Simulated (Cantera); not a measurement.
A perfectly stirred reactor is fed with CH₄ : O₂ : N₂ = 0.01 : 0.035 : 1 (molar parts), equivalence ratio 0.57, at 10.0 bar; it is held at 925 K, and followed from long to short residence time.

Cantera simulation using GRI-Mech 3.0 (53 species, 325 reactions); the numbers are that mechanism's predictions, not measurements. The temperature is held fixed by assumption; the heat of reaction is taken as removed at once.

x: mole fraction; the columns are a selection and need not sum to one.

```tsv
τ (s)	x CH₄	x O₂	x NO	x C₂H₆	x H₂	x HCO
22	0.000400	0.0158	<1e-12	1.14e-6	1.03e-5	1.64e-11
6.1	0.000834	0.0172	<1e-12	2.56e-6	3.34e-5	5.20e-11
1.7	…	…	<1e-12	…	…	1.45e-10
0.47	0.00374	0.0241	<1e-12	1.35e-5	0.000198	3.18e-10
0.13	0.00692	0.0297	<1e-12	2.35e-5	0.000182	3.83e-10
0.037	0.00957	0.0335	<1e-12	6.11e-9	4.86e-10	<1e-12
0.010	0.00957	0.0335	<1e-12	1.01e-10	1.72e-11	<1e-12
0.0029	0.00957	0.0335	<1e-12	1.43e-12	<1e-12	<1e-12
```

**Question.** Some entries are withheld; supply them.

**Answer.** 
- 1.7, x CH₄: 0.00178
- 1.7, x O₂: 0.0198
- 1.7, x C₂H₆: 5.97e-6
- 1.7, x H₂: 9.55e-5
